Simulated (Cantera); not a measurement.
A closed system holds: 1 mol CO, 0.12 mol CO2, equilibrated at 2700 K and 0.110 bar.

Equilibrium computed with Cantera from the NASA thermochemical tables; the gas is ideal and each condensed phase is pure. Candidate condensed phases: C; 12 gas species. The numbers say what is thermodynamically allowed, not how fast it happens.

Base state: CO 0.894, CO2 0.101, O 0.00363, O2 0.00111 (mole fractions); condensed: gas only.

Problem. What changes in the equilibrium state with this change: CO2 from 0.12 to 1.9 mol?

Solution. 
```
species   before   after
-------  -------  ------
CO         0.894   0.478
CO2        0.101   0.424
O2       0.00111  0.0691
O        0.00363  0.0286
```

Problem. What changes in the equilibrium state with this change: CO2 from 0.12 to 4.8 mol?

Solution. 
```csv
species,before,after
CO2,0.101,0.451
CO,0.894,0.403
O2,0.00111,0.110
O,0.00363,0.0361
```

Problem. What changes in the equilibrium state with this change: temperature from 2700 K to 975 K?

Solution. 
| species | before | after |
|---|---|---|
| CO | 0.894 | 0.893 |
| CO2 | 0.101 | 0.107 |
| O | 0.00363 | <1e-9 |
| O2 | 0.00111 | <1e-9 |
